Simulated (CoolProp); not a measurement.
A closed Brayton cycle with nitrogen: compressor inlet 324.15 K and 5.8 MPa, high pressure 12.9 MPa, turbine inlet 755 K, compressor efficiency 0.85, turbine efficiency 0.9, recuperator effectiveness 0.8 (on enthalpy, no pinch check). Each further row changes one setting.

Computed with CoolProp (reference Helmholtz-energy equation of state, Span 2000).

| case | thermal efficiency (%) | net work (kJ/kg) | compressor to turbine work | compressor exit (K) | turbine exit (K) |
|---|---|---|---|---|---|
| as stated | ___ | 45.8 | 0.70 | 423.2 | 622.1 |
| turbine inlet 705 K | 20.0 | ___ | ___ | 423.2 | 579.6 |
| compressor inlet 334.15 K | 21.8 | 42.4 | 0.72 | ___ | 622.1 |
| high pressure 11 MPa | 22.9 | 41.2 | ___ | 401.6 | 646.6 |
| recuperator effectiveness 0.5 | 17.4 | 45.8 | 0.70 | 423.2 | 622.1 |

Question: What belongs in the gaps?

Answer: 
- as stated, thermal efficiency (%): 23.2
- turbine inlet 705 K, net work (kJ/kg): 35.8
- turbine inlet 705 K, compressor to turbine work: 0.75
- compressor inlet 334.15 K, compressor exit (K): 436.2
- high pressure 11 MPa, compressor to turbine work: 0.66
